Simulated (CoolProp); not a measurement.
Dodecamethylcyclohexasiloxane (D6) along the isobar 5.48 MPa: Z from the reference equation and from simpler models built on Tc = 372.6 °C, pc = 0.9614 MPa, ω = 0.736; each cubic takes its own stable root.

Model: reference Helmholtz-energy equation of state, Colonna 2008, in CoolProp. It is a short technical equation, of lower accuracy than the large ones.

```
T (°C)   phase  reference
------  ------  ---------
278.45  liquid     0.7455
283.05  liquid     0.7449
287.55  liquid     0.7443
292.15  liquid     0.7439
296.75  liquid     0.7437
301.25  liquid     0.7435
305.85  liquid     0.7435
310.35  liquid     0.7436
314.95  liquid     0.7438
319.45  liquid     0.7442
324.05  liquid     0.7447
328.65  liquid     0.7453
333.15  liquid     0.7461
337.75  liquid     0.7470
342.25  liquid     0.7480
346.85  liquid     0.7492
```

How far does each simpler model (van der Waals, Soave-Redlich-Kwong) lie from the reference over these 16 states: mean and median of the absolute difference, and the worst?


- van der Waals: mean 43.1 %, median 43.2 %, worst +48.1 % at 278.45 °C and 5.48 MPa
- Soave-Redlich-Kwong: mean 4.2 %, median 4.2 %, worst +4.8 % at 278.45 °C and 5.48 MPa
